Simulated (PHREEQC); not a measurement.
# Phosphoric acid bath (model solution)

A solution holds 0.2 mol H3PO4, 0.065 mol HF and 3.4e-07 mol H4SiO4 per kg of water, at 25 °C. Closed to the air; pH follows from the charge balance.

Model: ion-association model, phreeqc.dat, run in PHREEQC.

Each row changes one thing in this solution. This is a speciation only: nothing precipitates in the calculation.

```csv
case,pH,ionic strength (mol/kgw),H3PO4 (mol/kgw),HF (mol/kgw),H2PO4- (mol/kgw),F- (mol/kgw),SI of Quartz (SiO2)
as made,1.46,0.0400,0.162,0.0628,0.0382,0.00148,-9.66
H3PO4 replaced by (NH4)2HPO4 at the same molality,7.00,0.533,5.96e-7,5.44e-6,0.0662,0.0650,-2.43
diluted 100-fold with water,2.76,0.00180,0.000389,0.000462,0.00161,0.000188,-4.49
H3PO4 replaced by Na2HPO4 at the same molality,6.95,0.492,6.60e-7,5.65e-6,0.0650,0.0597,-2.43
H3PO4 from 0.2 to 0.1 mol/kgw,1.62,0.0274,___,0.0620,0.0249,0.00204,___
H4SiO4 from 3.4e-07 to 3.74e-07 mol/kgw,1.46,0.0400,0.162,0.0628,0.0382,0.00148,-9.62
H4SiO4 from 3.4e-07 to 1.7e-07 mol/kgw,1.46,0.0400,0.162,0.0628,0.0382,0.00148,-9.96
0.021 mol/kgw NaCl added,1.46,0.0620,0.161,0.0627,0.0391,0.00153,-9.72
0.076 mol/kgw KOH added,___,0.0903,0.115,0.0586,0.0849,0.00439,-10.54
```

Task: Complete the blanks.

Result: 
- H3PO4 from 0.2 to 0.1 mol/kgw, H3PO4 (mol/kgw): 0.0751
- H3PO4 from 0.2 to 0.1 mol/kgw, SI of Quartz (SiO2): -9.89
- 0.076 mol/kgw KOH added, pH: 1.93

SiF6-2 is the database's only silicon fluoride.
